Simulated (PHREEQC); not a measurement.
A solution holds 36 mmol/kgw NiSO4, 1.2 mmol/kgw CuCl2, 1.8 mmol/kgw H2SO4 and 0.33 mmol/kgw NaCl, at 20 °C. Closed to the air; pH follows from the charge balance.

Computed with PHREEQC (ion-association model, wateq4f.dat).

Q: The ionic strength comes out as 0.0944 mol/kgw. What activity coefficients do H+, Na+, NaSO4-, NiCl+, SO4-2 get?

A: H+ 0.83, Na+ 0.79, NaSO4- 0.79, NiCl+ 0.79, SO4-2 0.38.

No solid was allowed to form.
